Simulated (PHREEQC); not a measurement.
A solution holds 100 mmol/kgw ZnSO4 and 3.6 mmol/kgw H2SO4, at 82 °C. Closed to the air; pH follows from the charge balance.

All values are PHREEQC results (ion-association model, wateq4f.dat), not measurements.

No solid was allowed to form.

Estimate the pH.

pH 2.98.

In which forms is S present?

ZnSO4 42 %, SO4-2 35 %, Zn(SO4)2-2 17 %, HSO4- 5.7 % of the S.

Away from 25 °C the constants follow the database's enthalpies or fits; those with neither stay at their 25 °C values.
